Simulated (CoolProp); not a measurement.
Vapour-liquid equilibrium of R125 (1) + R134a (2) at 242.7 K; x and y are mole fractions of (1).

The numbers come from the multi-fluid Helmholtz-energy mixture model, Lemmon 2005 and Tillner-Roth 1994; pair parameters Lemmon 2004 in CoolProp.

Q: Give the bubble pressure and the first vapour's composition at x = 0.05, 0.35, 0.875. Is there an azeotrope?

A: x = 0.05: 90.07 kPa, y = 0.126; x = 0.35: 133.6 kPa, y = 0.585; x = 0.875: 206.5 kPa, y = 0.944. No azeotrope shows between x = 0.05 and 0.95.

The pair parameters rest on a limited set of measurements; away from them the model extrapolates.
